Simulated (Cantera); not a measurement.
# Adiabatic ignition

An adiabatic, constant-pressure homogeneous reactor starts with CH4 : CO : O2 : N2 = 1 : 1.5 : 6.11 : 23 (molar parts), at 1473 K and 12.8 atm.

Detailed kinetics in Cantera: GRI-Mech 3.0 (53 species, 325 reactions). The pressure lies above the range GRI-Mech 3.0 was tuned for (to about 10 atm).

| t (s) | T (K) | x CH4 | x CO | x O2 | x CH2CO | x C2H2 |
|---|---|---|---|---|---|---|
| 7.00e-6 | 1473 | 0.0316 | 0.0475 | 0.193 | 3.31e-10 | <1e-12 |
| 1.99e-5 | 1473 | 0.0316 | 0.0474 | 0.193 | 4.50e-9 | 2.40e-11 |
| 5.68e-5 | 1476 | 0.0310 | 0.0474 | 0.193 | 1.51e-7 | 8.91e-9 |
| 0.000162 | 2445 | <1e-12 | 0.00240 | 0.108 | <1e-12 | <1e-12 |
| 0.000461 | 2449 | <1e-12 | 0.00188 | 0.108 | <1e-12 | <1e-12 |
| 0.00131 | 2446 | <1e-12 | 0.00185 | 0.107 | <1e-12 | <1e-12 |
| 0.00374 | 2438 | <1e-12 | 0.00179 | 0.105 | <1e-12 | <1e-12 |
| 0.0107 | 2428 | <1e-12 | 0.00172 | 0.102 | <1e-12 | <1e-12 |
| 0.0304 | 2425 | <1e-12 | 0.00169 | 0.101 | <1e-12 | <1e-12 |
| 0.0865 | 2424 | <1e-12 | 0.00169 | 0.101 | <1e-12 | <1e-12 |
| 0.246 | 2424 | <1e-12 | 0.00169 | 0.101 | <1e-12 | <1e-12 |
| 0.702 | 2424 | <1e-12 | 0.00169 | 0.101 | <1e-12 | <1e-12 |
| 2.00 | 2424 | <1e-12 | 0.00169 | 0.101 | <1e-12 | <1e-12 |
x: mole fraction; the columns are a selection and need not sum to one.

The time of steepest temperature rise comes out as 0.132 ms and the temperature at 2.00 s is 2424 K. The equilibrium temperature is 2424 K. The x(CH4) at 2.00 s is <1e-12 (gas-phase equilibrium <1e-12), the x(CO) at 2.00 s comes out as 0.00169 (gas-phase equilibrium 0.00169) and the x(O2) at 2.00 s is 0.101 (gas-phase equilibrium 0.101).
